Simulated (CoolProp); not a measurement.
Vapour-liquid equilibrium of n-hexane (1) + hexamethyldisiloxane (MM) (2) at 0.00912 bar; x and y are mole fractions of (1).

Model: multi-fluid Helmholtz-energy mixture model, Thol 2019 and Thol 2016; pair parameters Bell 2016, in CoolProp.

Task: Give the bubble temperature and the first vapour's composition at x = 0.5, 0.8, 0.95. Is there an azeotrope?

Result: x = 0.5: -21.5 °C, y = 0.838; x = 0.8: -27.6 °C, y = 0.966; x = 0.95: -30.0 °C, y = 0.994. No azeotrope shows between x = 0.05 and 0.95.

Pair parameters are fitted to limited data, so mixtures are less certain than the pure fluids.
